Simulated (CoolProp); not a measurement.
Vapour-liquid equilibrium of propane (1) + R152A (2) at 341.6 K; x and y are mole fractions of (1).

Computed with CoolProp (multi-fluid Helmholtz-energy mixture model, Lemmon 2009 and Outcalt 1996; pair parameters Bell 2016).

### Question
Give the bubble pressure and the first vapour's composition at x = 0.275, 0.875, 0.95. Is there an azeotrope?

### Answer
x = 0.275: 25.21 bar, y = 0.377; x = 0.875: 27.34 bar, y = 0.845; x = 0.95: 26.17 bar, y = 0.930. y crosses x between x = 0.65 and 0.725: the model has an azeotrope there.

Pair parameters are fitted to limited data, so mixtures are less certain than the pure fluids.
